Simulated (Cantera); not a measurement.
Input: 1 mol PbO, a varied amount of H₂, equilibrated at 1.50 mbar.

These are equilibrium values from Cantera (NASA tables, ideal gas, pure condensed phases), not measurements of a reactor. Candidate condensed phases: H₂O, Pb, PbO, PbO₂, Pb₃O₄; 12 gas species. The numbers say what is thermodynamically allowed, not how fast it happens.

### Question
What condenses at these points (T in K, n(H₂) in mol): (948, 19); (948, 2.4); (1448, 150); (1148, 65); (948, 1.6)?

### Answer
| T (K) | n(H₂) in mol | condensed phases | Pb condensed (%) |
|---|---|---|---|
| 948 | 19 | Pb | 93.9 |
| 948 | 2.4 | Pb | 99.2 |
| 1448 | 150 | gas only | 0.0 |
| 1148 | 65 | gas only | 0.0 |
| 948 | 1.6 | Pb | 99.5 |
